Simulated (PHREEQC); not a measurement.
Consider water at 34 °C with 20 mmol/kgw NH4HF2, 3.1 mmol/kgw H2SiF6 and 9.8 mmol/kgw H3BO3. Closed to the air; pH follows from the charge balance.

Equilibrium calculation in PHREEQC: ion-association model, phreeqc.dat.

Precipitation was switched off in this run.

Task: Order these B species by the share of B that they hold, largest first: H3BO3, BF3OH-, BF4-, BF2(OH)2-.

Result: BF4- (69 %), H3BO3 (15 %), BF3OH- (10 %), BF2(OH)2- (6.5 %)

The pH is 3.47 and the ionic strength 0.0235 mol/kgw. Species that the database lacks are ignored. SiF6-2 is the database's only silicon fluoride. Real BF4- forms and hydrolyses slowly; the run takes it at equilibrium.
